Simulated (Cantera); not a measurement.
Mixture: 9.51 % CH₄, 19.0 % O₂, 71.5 % N₂, equivalence ratio 1.0, at 5.00 bar, adiabatic and at constant pressure. Ignition delay is the time to a rise of 400 K.

Cantera simulation using GRI-Mech 3.0 (53 species, 325 reactions); the numbers are that mechanism's predictions, not measurements.

Task: Predict: delay at 1300 K; delay at 1450 K; delay at 1600 K; delay at 1750 K; delay at 1900 K; apparent activation energy between 1825 and 1975 K.

Result: 
```
Item                                                     Value
--------------------------------------------------  ----------
delay at 1300 K                                        2.91 ms
delay at 1450 K                                       0.557 ms
delay at 1600 K                                       0.132 ms
delay at 1750 K                                        39.6 µs
delay at 1900 K                                        15.0 µs
apparent activation energy between 1825 and 1975 K  170 kJ/mol
```
